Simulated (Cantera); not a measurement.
Mixture: CO : H₂ : CH₄ : O₂ : N₂ = 1 : 0.058 : 0.13 : 1.52 : 5.71 (molar parts), equivalence ratio 0.52, at 1.00 bar, adiabatic and at constant pressure. Ignition delay is the time to a rise of 400 K.

Cantera simulation using GRI-Mech 3.0 (53 species, 325 reactions); the numbers are that mechanism's predictions, not measurements. Below about 1000 K GRI-Mech 3.0 lacks low-temperature oxidation paths.

Q: Predict: delay at 950 K; delay at 1050 K; delay at 1150 K; delay at 1250 K; delay at 1350 K; delay at 1450 K; apparent activation energy between 1250 and 1450 K.

A: 
```
Quantity                                                Value
--------------------------------------------------  ---------
delay at 950 K                                        16.9 ms
delay at 1050 K                                       2.83 ms
delay at 1150 K                                      0.922 ms
delay at 1250 K                                      0.434 ms
delay at 1350 K                                      0.260 ms
delay at 1450 K                                      0.180 ms
apparent activation energy between 1250 and 1450 K  66 kJ/mol
```
